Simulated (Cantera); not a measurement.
A perfectly stirred reactor is fed with 56.8 % NH3, 43.2 % N2, at 4200 Pa; it is held at 2050 K, and followed from long to short residence time.

Computed with Cantera and the gas-phase N/H chemistry of the illustrative SiF4/NH3 mechanism in the Surface Chemkin manual (1991). Walls and surfaces, which speed up NH3 decomposition in real reactors, are not modelled.

### Question
Predict: x(NH3) at τ = 7.90 s; x(H2) at τ = 7.90 s; x(H) at τ = 7.90 s; x(N) at τ = 7.90 s; x(NH2) at τ = 7.90 s; x(NH3) at τ = 20.0 ms; x(H2) at τ = 20.0 ms; x(H) at τ = 20.0 ms; x(N) at τ = 20.0 ms; x(NH2) at τ = 20.0 ms.

### Answer
x(NH3) at τ = 7.90 s: 0.0219
x(H2) at τ = 7.90 s: 0.522
x(H) at τ = 7.90 s: 0.00111
x(N) at τ = 7.90 s: 1.67e-6
x(NH2) at τ = 7.90 s: 0.000138
x(NH3) at τ = 20.0 ms: 0.531
x(H2) at τ = 20.0 ms: 0.0340
x(H) at τ = 20.0 ms: 3.25e-5
x(N) at τ = 20.0 ms: 3.90e-7
x(NH2) at τ = 20.0 ms: 0.00140
